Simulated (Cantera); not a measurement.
A perfectly stirred reactor is fed with CO : O₂ : H₂O : N₂ = 0.0058 : 0.021 : 0.0072 : 1 (molar parts), equivalence ratio 0.14, at 1.00 bar; it is held at 1475 K, and followed from long to short residence time.

Computed with Cantera and GRI-Mech 3.0 (53 species, 325 reactions).

### Question
What does this change do: pressure from 1.00 bar to 3.90 bar?

### Answer
| quantity | before | after |
|---|---|---|
| x(CO) at τ = 0.970 s | 4.24e-5 | 2.40e-5 |
| x(O₂) at τ = 0.970 s | 0.0176 | 0.0176 |
| x(H₂O) at τ = 0.970 s | 0.00695 | 0.00697 |
| x(HO₂) at τ = 0.970 s | 1.75e-7 | 1.26e-7 |
| x(NO) at τ = 0.970 s | 1.75e-6 | 1.04e-6 |
| x(CO) at τ = 67.0 ms | 0.000253 | 0.000154 |
| x(O₂) at τ = 67.0 ms | 0.0176 | 0.0176 |
| x(H₂O) at τ = 67.0 ms | 0.00690 | 0.00695 |
| x(HO₂) at τ = 67.0 ms | 7.47e-7 | 6.95e-7 |
| x(NO) at τ = 67.0 ms | 1.21e-6 | 1.29e-6 |

### Question
What does this change do: H2O 0.0072 to 0.0029 parts?

### Answer
```tsv
quantity	before	after
x(CO) at τ = 0.970 s	4.24e-5	5.67e-5
x(O₂) at τ = 0.970 s	0.0176	0.0176
x(H₂O) at τ = 0.970 s	0.00695	0.00280
x(HO₂) at τ = 0.970 s	1.75e-7	2.01e-7
x(NO) at τ = 0.970 s	1.75e-6	3.16e-6
x(CO) at τ = 67.0 ms	0.000253	0.000337
x(O₂) at τ = 67.0 ms	0.0176	0.0177
x(H₂O) at τ = 67.0 ms	0.00690	0.00277
x(HO₂) at τ = 67.0 ms	7.47e-7	7.65e-7
x(NO) at τ = 67.0 ms	1.21e-6	1.95e-6
```
